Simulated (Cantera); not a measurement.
Feed: 1 mol SiCl4, 0.031 mol C3H8, 14 mol H2, 2.7 mol CH4, equilibrated at 1650 K and 12.0 mbar.

These are equilibrium values from Cantera (NASA tables, ideal gas, pure condensed phases), not measurements of a reactor. Candidate condensed phases: C, C6H6, C7H8, C8H18, Si, SiC; 109 gas species. The tables' values for SiCl3 are old estimates; treat these amounts as uncertain. Equilibrium is a limit: real reactors are often held back by kinetics, nucleation or transport.

Base state: H2 0.815, HCl 0.182, SiCl2 0.00179, H 0.000749, Cl 0.000131, SiCl3 4.11e-5, C2H2 (acetylene) 3.72e-5, CH4 1.06e-5 (mole fractions); condensed: C(graphite) + SiC(s).

Task: What changes in the equilibrium state with this change: H2 from 14 to 1800 mol?

Result: 
| species | before | after |
|---|---|---|
| H2 | 0.815 | 0.997 |
| HCl | 0.182 | 0.00221 |
| H | 0.000749 | 0.000828 |
| SiCl2 | 0.00179 | 2.16e-7 |
| SiCl3 | 4.11e-5 | <1e-9 |
| Cl | 0.000131 | 1.44e-6 |
| CH4 | 1.06e-5 | 1.58e-5 |
| C2H2 (acetylene) | 3.72e-5 | 4.55e-5 |
| C(graphite), mol | 1.83 | 1.60 |
| SiC(s), mol | 0.960 | 0.999 |
